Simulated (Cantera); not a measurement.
**Stirred combustor or abatement burner**

A perfectly stirred reactor is fed with CH4 : CO : O2 : N2 : CO2 = 1 : 0.97 : 2.96 : 11.1 : 0.072 (molar parts), equivalence ratio 0.84, at 9.87 atm; it is adiabatic with a 523 K inlet, and is followed from long to short residence time, starting on the burning branch (τ in s: 0.084, 0.025, 0.0074, 0.0022, 0.00065, 0.00019, 5.6e-05, 1.7e-05, 4.9e-06).

Computed with Cantera and GRI-Mech 3.0 (53 species, 325 reactions).

| τ (s) | T (K) | x CH4 | x CO | x O2 | x NO2 | x C2H4 | x O | x CH2O |
|---|---|---|---|---|---|---|---|---|
| 0.084 | 2274 | 4.79e-7 | 0.00241 | 0.0293 | 4.79e-6 | 4.48e-12 | 0.000235 | 8.25e-8 |
| 0.025 | 2276 | 1.55e-6 | 0.00256 | 0.0300 | 2.92e-6 | 4.63e-11 | 0.000249 | 2.71e-7 |
| 0.0074 | 2274 | 4.89e-6 | 0.00300 | 0.0308 | 1.44e-6 | 4.46e-10 | 0.000278 | 8.66e-7 |
| 0.0022 | 2264 | 1.43e-5 | 0.00422 | 0.0317 | 7.36e-7 | 3.44e-9 | 0.000352 | 2.57e-6 |
| 0.00065 | 2237 | 3.78e-5 | 0.00714 | 0.0332 | 4.60e-7 | 1.88e-8 | 0.000542 | 6.82e-6 |
| 0.00019 | 2183 | 9.53e-5 | 0.0129 | 0.0362 | 2.99e-7 | 7.80e-8 | 0.000944 | 1.67e-5 |
| 5.6e-5 | 2090 | 0.000259 | 0.0230 | 0.0418 | 1.68e-7 | 3.21e-7 | 0.00156 | 4.16e-5 |
| 1.7e-5 | 1884 | 0.00132 | 0.0473 | 0.0576 | 5.30e-8 | 4.33e-6 | 0.00144 | 0.000162 |
| 4.9e-6 | 523 | 0.0621 | 0.0602 | 0.184 | <1e-12 | <1e-12 | <1e-12 | <1e-12 |
x: mole fraction; the columns are a selection and need not sum to one.
